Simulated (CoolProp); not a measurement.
Vapour-liquid equilibrium of toluene (1) + m-xylene (2) at 3.06 kPa; x and y are mole fractions of (1).

The numbers come from the multi-fluid Helmholtz-energy mixture model, Lemmon 2006 and Zhou 2012; pair parameters Bell 2016 in CoolProp.

```json
[
 {"x": "0.05", "bubble temperature (°C)": "41.6", "y at the bubble point": "0.148", "dew temperature at overall composition x (°C)": "43.0", "liquid density (mol/L)": "8.018"},
 {"x": "0.2", "bubble temperature (°C)": "35.9", "y at the bubble point": "0.466", "dew temperature at overall composition x (°C)": "40.7", "liquid density (mol/L)": "8.231"},
 {"x": "0.35", "bubble temperature (°C)": "31.5", "y at the bubble point": "0.656", "dew temperature at overall composition x (°C)": "38.2", "liquid density (mol/L)": "8.441"},
 {"x": "0.5", "bubble temperature (°C)": "28.1", "y at the bubble point": "0.777", "dew temperature at overall composition x (°C)": "35.2", "liquid density (mol/L)": "8.652"},
 {"x": "0.65", "bubble temperature (°C)": "25.5", "y at the bubble point": "0.861", "dew temperature at overall composition x (°C)": "31.7", "liquid density (mol/L)": "8.867"},
 {"x": "0.8", "bubble temperature (°C)": "23.3", "y at the bubble point": "0.925", "dew temperature at overall composition x (°C)": "27.4", "liquid density (mol/L)": "9.088"},
 {"x": "0.95", "bubble temperature (°C)": "21.5", "y at the bubble point": "0.981", "dew temperature at overall composition x (°C)": "22.5", "liquid density (mol/L)": "9.319"}
]
```

No azeotrope shows between x = 0.05 and 0.95.

Pair parameters are fitted to limited data, so mixtures are less certain than the pure fluids.
